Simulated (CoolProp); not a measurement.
Vapour-liquid equilibrium of toluene (1) + n-octane (2) at 13.65 °C; x and y are mole fractions of (1).

The numbers come from the multi-fluid Helmholtz-energy mixture model, Lemmon 2006 and Beckmüller 2019; pair parameters Bell 2016 in CoolProp.

```json
[
 {"x": "0.05", "bubble pressure, mixture model (kPa)": "1.066", "bubble pressure, Raoult's law (kPa)": "1.013", "y, mixture model": "0.145", "y, Raoult's law": "0.101"},
 {"x": "0.125", "bubble pressure, mixture model (kPa)": "1.213", "bubble pressure, Raoult's law (kPa)": "1.095", "y, mixture model": "0.305", "y, Raoult's law": "0.235"},
 {"x": "0.2", "bubble pressure, mixture model (kPa)": "1.342", "bubble pressure, Raoult's law (kPa)": "1.178", "y, mixture model": "0.420", "y, Raoult's law": "0.349"},
 {"x": "0.275", "bubble pressure, mixture model (kPa)": "1.456", "bubble pressure, Raoult's law (kPa)": "1.260", "y, mixture model": "0.508", "y, Raoult's law": "0.449"},
 {"x": "0.35", "bubble pressure, mixture model (kPa)": "1.555", "bubble pressure, Raoult's law (kPa)": "1.342", "y, mixture model": "0.578", "y, Raoult's law": "0.536"},
 {"x": "0.425", "bubble pressure, mixture model (kPa)": "1.642", "bubble pressure, Raoult's law (kPa)": "1.425", "y, mixture model": "0.637", "y, Raoult's law": "0.613"},
 {"x": "0.5", "bubble pressure, mixture model (kPa)": "1.719", "bubble pressure, Raoult's law (kPa)": "1.507", "y, mixture model": "0.688", "y, Raoult's law": "0.682"},
 {"x": "0.575", "bubble pressure, mixture model (kPa)": "1.787", "bubble pressure, Raoult's law (kPa)": "1.589", "y, mixture model": "0.734", "y, Raoult's law": "0.744"},
 {"x": "0.65", "bubble pressure, mixture model (kPa)": "1.848", "bubble pressure, Raoult's law (kPa)": "1.672", "y, mixture model": "0.777", "y, Raoult's law": "0.799"},
 {"x": "0.725", "bubble pressure, mixture model (kPa)": "1.903", "bubble pressure, Raoult's law (kPa)": "1.754", "y, mixture model": "0.820", "y, Raoult's law": "0.850"},
 {"x": "0.8", "bubble pressure, mixture model (kPa)": "1.953", "bubble pressure, Raoult's law (kPa)": "1.836", "y, mixture model": "0.863", "y, Raoult's law": "0.896"},
 {"x": "0.875", "bubble pressure, mixture model (kPa)": "1.997", "bubble pressure, Raoult's law (kPa)": "1.919", "y, mixture model": "0.910", "y, Raoult's law": "0.938"},
 {"x": "0.95", "bubble pressure, mixture model (kPa)": "2.035", "bubble pressure, Raoult's law (kPa)": "2.001", "y, mixture model": "0.961", "y, Raoult's law": "0.976"}
]
```

The largest gap from Raoult's law is +15.9 % in bubble pressure, at x = 0.35. No azeotrope shows between x = 0.05 and 0.95.

Pair parameters are fitted to limited data, so mixtures are less certain than the pure fluids.
